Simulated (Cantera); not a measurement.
**Adiabatic ignition**

An adiabatic, constant-volume homogeneous reactor starts with CH4 : O2 : N2 = 1 : 2.17 : 8.17 (molar parts), at 1300 K and 1.00 bar.

Model: GRI-Mech 3.0 (53 species, 325 reactions), integrated in Cantera.

```tsv
t (s)	T (K)	P (bar)	x CH4	x O2	x O	x OH	x C2H4
4.00e-6	1300	1.00	0.0882	0.191	6.27e-11	8.33e-11	<1e-12
1.10e-5	1300	1.00	0.0882	0.191	8.10e-11	1.27e-10	<1e-12
3.01e-5	1300	1.000	0.0882	0.191	1.30e-10	2.68e-10	<1e-12
8.26e-5	1300	1.000	0.0882	0.191	2.87e-10	7.97e-10	1.14e-11
0.000227	1300	1.000	0.0882	0.191	9.18e-10	2.92e-9	3.75e-10
0.000622	1300	1.00	0.0882	0.191	4.27e-9	1.24e-8	2.02e-8
0.00171	1300	1.00	0.0881	0.191	1.42e-8	3.79e-8	8.79e-7
0.00469	1304	1.00	0.0874	0.191	3.51e-8	1.05e-7	1.28e-5
0.0129	2821	2.25	<1e-12	0.0260	0.00636	0.0203	<1e-12
0.0353	2820	2.25	<1e-12	0.0259	0.00634	0.0203	<1e-12
0.0968	2820	2.25	<1e-12	0.0259	0.00634	0.0203	<1e-12
0.266	2820	2.25	<1e-12	0.0259	0.00634	0.0203	<1e-12
0.729	2820	2.25	<1e-12	0.0259	0.00634	0.0203	<1e-12
2.00	2820	2.25	<1e-12	0.0259	0.00634	0.0203	<1e-12
```
x: mole fraction; the columns are a selection and need not sum to one.

```
Quantity                                                            Result
---------------------------------  ---------------------------------------
time of steepest temperature rise                                  10.8 ms
temperature at 2.00 s                                               2820 K
equilibrium temperature                                             2820 K
x(CH4) at 2.00 s                     <1e-12 (gas-phase equilibrium <1e-12)
x(O2) at 2.00 s                      0.0259 (gas-phase equilibrium 0.0259)
x(O) at 2.00 s                     0.00634 (gas-phase equilibrium 0.00634)
```
